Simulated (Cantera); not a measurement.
## SiF₄ + NH₃ (silicon nitride deposition)

Input: 1 mol SiF₄, 2 mol NH₃.

These are equilibrium values from Cantera (NASA tables, ideal gas, pure condensed phases), not measurements of a reactor. Candidate condensed phases: Si, Si₃N₄; 37 gas species. The tables' values for SiF₂, SiF₃ are old estimates. Equilibrium is a limit: real reactors are often held back by kinetics, nucleation or transport.

### Question
Map the stable condensed phases over T = 475, 575, 675, 775, 875, 975, 1075, 1175, 1275, 1375, 1475, 1575, 1675 °C and P in Pa = 5, 17, 59, 210, 710, 2400, 8400, 29000, 100000.

### Answer
```
T in °C \ P in Pa
              5     17     59    210    710   2400   8400  29000 100000
   1675       A      A      A      A      A      A      A      A      A
   1575       A      A      A      A      A      A      A      A      A
   1475       A      A      A      A      A      A      A      A      A
   1375       A      A      A      A      A      A      A      A      A
   1275       A      A      A      A      A      A      A      A      A
   1175       A      A      A      A      A      A      A      A      A
   1075       A      A      A      A      A      A      A      A      A
    975       A      A      A      A      A      B      B      A      A
    875       A      A      B      B      B      B      B      B      A
    775       B      B      B      B      B      B      B      B      A
    675       B      B      B      B      B      B      B      B      A
    575       B      B      B      B      B      B      A      A      A
    475       A      A      A      A      A      A      A      A      A
```
A: gas only; B: Si₃N₄.
